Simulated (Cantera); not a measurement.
Input: 1 mol C, a varied amount of H2O, at 1925 °C and 5.03 Torr.

Method: chemical equilibrium by Gibbs-energy minimisation in Cantera with the NASA 1993 tables (ideal gas, pure condensed phases). Candidate condensed phases: C, C6H6, C7H8, C8H18, H2O; 110 gas species. Equilibrium is a limit: real reactors are often held back by kinetics, nucleation or transport.

Problem. At 0.37 mol H2O, list the 4 most abundant gas species with their mole fractions, and the condensed phases.

Solution. CO 0.488, H2 0.464, H 0.0463, C2H2 (acetylene) 0.00118. Condensed: C(graphite).
